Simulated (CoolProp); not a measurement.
A simple Rankine cycle with n-octane: condensing at 329.15 K, boiler at 0.466 MPa, turbine inlet 614.4 K, turbine efficiency 0.7, pump efficiency 0.6, no recuperator. Each further row changes one setting.

Values from CoolProp's reference Helmholtz-energy equation of state, Beckmüller 2019.

```json
[
 {"case": "as stated", "thermal efficiency (%)": "___", "net work (kJ/kg)": "115", "heat in (kJ/kg)": "1020", "turbine exit temperature (K)": "___", "volume ratio over the turbine": "___"},
 {"case": "condensing temperature 321.15 K", "thermal efficiency (%)": "12.1", "net work (kJ/kg)": "___", "heat in (kJ/kg)": "1030", "turbine exit temperature (K)": "566.8", "volume ratio over the turbine": "74.1"},
 {"case": "boiler pressure 0.326 MPa", "thermal efficiency (%)": "10.4", "net work (kJ/kg)": "___", "heat in (kJ/kg)": "1020", "turbine exit temperature (K)": "___", "volume ratio over the turbine": "___"},
 {"case": "turbine efficiency 0.6", "thermal efficiency (%)": "9.7", "net work (kJ/kg)": "98.4", "heat in (kJ/kg)": "1020", "turbine exit temperature (K)": "___", "volume ratio over the turbine": "52.3"}
]
```

**Question.** Some entries are withheld; supply them.

**Answer.** 
- as stated, thermal efficiency (%): 11.3
- as stated, turbine exit temperature (K): 570.5
- as stated, volume ratio over the turbine: 51.8
- condensing temperature 321.15 K, net work (kJ/kg): 125
- boiler pressure 0.326 MPa, net work (kJ/kg): 106
- boiler pressure 0.326 MPa, turbine exit temperature (K): 574.9
- boiler pressure 0.326 MPa, volume ratio over the turbine: 35.9
- turbine efficiency 0.6, turbine exit temperature (K): 576.5
